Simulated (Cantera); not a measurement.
# Ignition delay

Mixture: CO : H₂ : O₂ : N₂ = 1 : 1.2 : 0.917 : 3.45 (molar parts), equivalence ratio 1.2, at 12.0 bar, adiabatic and at constant volume. Ignition delay is the time to a rise of 400 K.

Detailed kinetics in Cantera: GRI-Mech 3.0 (53 species, 325 reactions). The hydrogen kinetics of GRI-Mech 3.0 are dated; newer H2 mechanisms differ, most at raised pressure. The pressure lies above the range GRI-Mech 3.0 was tuned for (to about 10 atm).

| T0 (K) | delay (ms) |
|---|---|
| 1075 | 0.627 |
| 1150 | 0.115 |
| 1225 | 0.0193 |
| 1300 | 0.00534 |
| 1375 | 0.00273 |
| 1450 | 0.00178 |
| 1525 | 0.00130 |
| 1600 | 0.00101 |

- apparent activation energy between 1450 and 1600 K: 72 kJ/mol
